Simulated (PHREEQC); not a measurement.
# Brine: an equilibrium model

Solution (25 °C): 0.75 mol LiCl and 0.75 mol BaCl2 per kg of water. Closed to the air; pH follows from the charge balance.

Equilibrium calculation in PHREEQC: Pitzer model, pitzer.dat.

The ionic strength is 3.00 mol/kgw. The activity of water is 0.930 and the density is 1.142 g/cm³. The osmotic coefficient is 1.074.

| species | molality | activity | log γ |
|---|---|---|---|
| Cl- | 2.25 | 1.28 | -0.244 |
| Ba+2 | 0.750 | 0.289 | -0.415 |
| Li+ | 0.750 | 0.922 | 0.090 |
| H+ | 1.58e-7 | 2.15e-7 | 0.135 |
| OH- | 1.58e-7 | 4.37e-8 | -0.557 |

No solid was allowed to form.
